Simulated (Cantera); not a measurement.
## Nitride etching: BN + H2O + H2 + O2

Input: 1 mol BN, 1.1 mol H2O, 2.2 mol H2, 0.16 mol O2, at 79.0 mbar.

These are equilibrium values from Cantera (NASA tables, ideal gas, pure condensed phases), not measurements of a reactor. Candidate condensed phases: B, BN, B2O3, B3O3H3, H2O; 39 gas species. Mutual solubility and eutectic melting of coexisting phases are not modelled. Gases not in the tables: H3BO3. Kinetics and transport are ignored.

From 1298 K to 1798 K the condensed part is BN(s) + B2O3(l). From 1848 K to 1948 K nothing is condensed.

```tsv
T (K)	x H2	x N2	x B2O3	x HBO	x HBO2	x B2O2	n BN(s)	n B2O3(l)
1298	0.873	0.125	2.23e-6	2.99e-5	0.000427	1.44e-8	0.0578	0.470
1348	0.873	0.125	8.46e-6	8.05e-5	0.000753	8.75e-8	0.0581	0.469
1398	0.872	0.125	2.90e-5	0.000201	0.00127	4.66e-7	0.0585	0.468
1448	0.871	0.125	9.10e-5	0.000472	0.00206	2.21e-6	0.0591	0.465
1498	0.870	0.124	0.000264	0.00104	0.00323	9.38e-6	0.0597	0.461
1548	0.867	0.124	0.000710	0.00218	0.00489	3.62e-5	0.0602	0.454
1598	0.861	0.124	0.00179	0.00436	0.00720	0.000128	0.0601	0.441
1648	0.852	0.123	0.00426	0.00829	0.0103	0.000418	0.0581	0.417
1698	0.835	0.122	0.00959	0.0151	0.0143	0.00127	0.0520	0.374
1748	0.806	0.121	0.0206	0.0264	0.0193	0.00363	0.0369	0.294
1798	0.756	0.120	0.0422	0.0439	0.0252	0.00975	0.00160	0.136
1848	0.722	0.116	0.0612	0.0495	0.0347	0.0118	0	0
1898	0.719	0.116	0.0593	0.0512	0.0362	0.0116	0	0
1948	0.716	0.116	0.0574	0.0526	0.0375	0.0114	0	0
```
x: gas mole fraction; n: condensed amount in mol.
